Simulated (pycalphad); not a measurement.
CALPHAD calculation (pycalphad, COST 507 light-alloy database (1999)), 1 atm. These are 1990s assessments: newer ones move some temperatures and phases. Diffusion is slow at the low end, where real alloys seldom reach equilibrium.

Which phases does Mg-11 at.% Si hold at 164 °C, with what compositions and amounts?

hcp with <0.01 at.% Si and MG2SI with 33.3 at.% Si. The lever rule gives (11 − 0.0)/(33.3 − 0.0) = 0.33 of MG2SI and 0.67 of hcp.

Which phases does Mg-14 at.% Si hold at 77 °C, with what compositions and amounts?

hcp with <0.01 at.% Si and MG2SI with 33.3 at.% Si. The lever rule gives (14 − 0.0)/(33.3 − 0.0) = 0.42 of MG2SI and 0.58 of hcp.

Which phases does Mg-80 at.% Si hold at 792 °C, with what compositions and amounts?

MG2SI with 33.3 at.% Si and diamond (Si) with 100 at.% Si. The lever rule gives (80 − 33.3)/(100.0 − 33.3) = 0.70 of diamond (Si) and 0.30 of MG2SI.

Which phases does Mg-83 at.% Si hold at 489 °C, with what compositions and amounts?

MG2SI with 33.3 at.% Si and diamond (Si) with 100 at.% Si. The lever rule gives (83 − 33.3)/(100.0 − 33.3) = 0.74 of diamond (Si) and 0.26 of MG2SI.

Database names, with the compositions (at.%) that they take in these runs: MG2SI: Mg 67 Si 33.
